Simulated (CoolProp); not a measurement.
A single-stage vapour-compression cycle with R507A: evaporating at 208.15 K (dew point), condensing at 278.15 K (bubble point), superheat 5 K, subcooling 2 K, compressor efficiency 0.8, no pressure losses. Each further row changes one setting.

The numbers come from the reference Helmholtz-energy equation of state, Lemmon 2003 in CoolProp. It is a pseudo-pure fit of the blend.

```
case                              cooling COP  pressure ratio  discharge temperature (K)  refrigerating effect (kJ/kg)  volumetric capacity (kJ/m³)
--------------------------------  -----------  --------------  -------------------------  ----------------------------  ---------------------------
as stated                                   ?            19.0                      316.6                           124                          272
evaporating temperature 213.15 K         1.90               ?                      312.4                           127                          365
condensing temperature 273.15 K             ?               ?                      310.6                           131                          287
subcooling 7 K                           1.77            19.0                      316.6                           131                          287
superheat 15 K                              ?            19.0                      327.8                           132                            ?
compressor efficiency 0.7                   ?            19.0                          ?                           124                          272
```

Some entries are withheld; supply them.


- as stated, cooling COP: 1.67
- evaporating temperature 213.15 K, pressure ratio: 14.3
- condensing temperature 273.15 K, cooling COP: 1.88
- condensing temperature 273.15 K, pressure ratio: 16.3
- superheat 15 K, cooling COP: 1.69
- superheat 15 K, volumetric capacity (kJ/m³): 274
- compressor efficiency 0.7, cooling COP: 1.47
- compressor efficiency 0.7, discharge temperature (K): 327.3
